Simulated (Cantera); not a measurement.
An isothermal, constant-pressure homogeneous reactor starts with NO : N₂ = 1 : 2.3 (molar parts), at 1800 K and 0.0691 atm. Integrator tolerance rtol = 1e-08.

Computed with Cantera and GRI-Mech 3.0 (53 species, 325 reactions).

What does this change do: temperature 1800 to 1823 K?


```
quantity                                             before                                      after
----------------  -----------------------------------------  -----------------------------------------
x(NO) at 70.0 s       0.118 (gas-phase equilibrium 0.00365)     0.0868 (gas-phase equilibrium 0.00394)
x(O₂) at 70.0 s        0.0926 (gas-phase equilibrium 0.150)        0.108 (gas-phase equilibrium 0.149)
x(N₂O) at 70.0 s    4.80e-6 (gas-phase equilibrium 5.75e-8)    2.62e-6 (gas-phase equilibrium 6.19e-8)
x(O) at 70.0 s    0.000143 (gas-phase equilibrium 0.000179)  0.000191 (gas-phase equilibrium 0.000222)
x(N₂) at 70.0 s         0.790 (gas-phase equilibrium 0.847)        0.805 (gas-phase equilibrium 0.846)
```

What does this change do: NO 1 to 0.77 parts?


```tsv
quantity	before	after
x(NO) at 70.0 s	0.118 (gas-phase equilibrium 0.00365)	0.110 (gas-phase equilibrium 0.00337)
x(O₂) at 70.0 s	0.0926 (gas-phase equilibrium 0.150)	0.0705 (gas-phase equilibrium 0.124)
x(N₂O) at 70.0 s	4.80e-6 (gas-phase equilibrium 5.75e-8)	4.26e-6 (gas-phase equilibrium 5.39e-8)
x(O) at 70.0 s	0.000143 (gas-phase equilibrium 0.000179)	0.000125 (gas-phase equilibrium 0.000163)
x(N₂) at 70.0 s	0.790 (gas-phase equilibrium 0.847)	0.820 (gas-phase equilibrium 0.873)
```
